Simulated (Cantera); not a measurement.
A closed system holds: 1 mol PbO, 8.8 mol CO, 8.5 mol N₂, at 1152 °C and 0.340 bar.

Cantera equilibrium calculation (NASA polynomials, part measured and part estimated; ideal gas, pure solids and liquids). Candidate condensed phases: C, Pb, PbO, PbO₂, Pb₃O₄; 27 gas species. Kinetics and transport are ignored.

What is the equilibrium state?


* **x(N₂)**: 0.475
* **x(CO)**: 0.436
* **x(CO₂)**: 0.0559
* **x(Pb)**: 0.0337
* **x(Pb₂)**: 8.52e-6
* **x(PbO)**: 2.23e-6
* **n(Pb(l))**: 0.397 mol
* **gas amount**: 17.90 mol
* **log10 activity of C(graphite) (absent)**: -2.81
